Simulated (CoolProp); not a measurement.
Isohexane along the isotherm 550 K: fugacity coefficient from the reference equation and from simpler models built on Tc = 497.7 K, pc = 3.043 MPa, ω = 0.280; each cubic takes its own stable root.

Computed with CoolProp (reference Helmholtz-energy equation of state, Lemmon 2006). It is a short technical equation, of lower accuracy than the large ones.

| p (MPa) | phase | reference |
|---|---|---|
| 0.0962 | gas | 0.9923 |
| 0.171 | gas | 0.9863 |
| 0.304 | gas | 0.9757 |
| 0.541 | gas | 0.9570 |
| 0.962 | gas | 0.9239 |
| 1.71 | gas | 0.8662 |
| 3.04 | gas | 0.7664 |
| 5.41 | supercritical | 0.6010 |
| 9.62 | supercritical | 0.4338 |
| 17.1 | supercritical | 0.3443 |
| 30.4 | supercritical | 0.3312 |

### Question
How far does each simpler model (Redlich-Kwong, Soave-Redlich-Kwong) lie from the reference over these 11 states: mean and median of the absolute difference, and the worst?

### Answer
- Redlich-Kwong: mean 1.0 %, median 0.3 %, worst +4.7 % at 550 K and 30.4 MPa
- Soave-Redlich-Kwong: mean 3.5 %, median 0.4 %, worst +15.0 % at 550 K and 30.4 MPa
